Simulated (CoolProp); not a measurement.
Properties of hexamethyldisiloxane (MM) along the isotherm 346.85 °C (Tc = 245.6 °C, pc = 1.931 MPa, ω = 0.418).

Computed with CoolProp (reference Helmholtz-energy equation of state, Thol 2016).

```tsv
p (MPa)	phase	Z	cp (kJ/(kg K))	expansivity (1/kK)
0.00916	gas	0.9991	2.268	1.618
0.0143	gas	0.9986	2.268	1.622
0.0222	gas	0.9979	2.269	1.626
0.0346	gas	0.9967	2.269	1.634
0.0538	gas	0.9948	2.270	1.646
0.0838	gas	0.9919	2.271	1.664
0.131	gas	0.9873	2.273	1.694
0.203	gas	0.9803	2.276	1.741
0.316	gas	0.9693	2.281	1.818
0.493	gas	0.9519	2.290	1.947
0.767	gas	0.9248	2.304	2.168
1.19	gas	0.8829	2.332	2.566
1.86	gas	0.8181	2.389	3.346
2.9	supercritical	0.7257	2.521	4.942
```
